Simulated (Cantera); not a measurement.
Feed: 1 mol Fe3O4, 4.8 mol CH4, 2 mol CO, equilibrated at 1100 °C.

Method: chemical equilibrium by Gibbs-energy minimisation in Cantera with the NASA 1993 tables (ideal gas, pure condensed phases). Candidate condensed phases: C, C6H6, C7H8, C8H18, Fe, Fe(CO)5, FeO, Fe(OH)2, Fe(OH)3, Fe2O3, Fe3O4, H2O; 114 gas species. Condensed phases not in the tables: cementite and carbon dissolved in iron. Kinetics and transport are ignored.

Q: At 10.0 bar, list the 5 most abundant gas species with their mole fractions, and the condensed phases.

A: H2 0.589, CO 0.380, CH4 0.0175, H2O 0.0105, CO2 0.00327. Condensed: C(graphite) + Fe(γ).
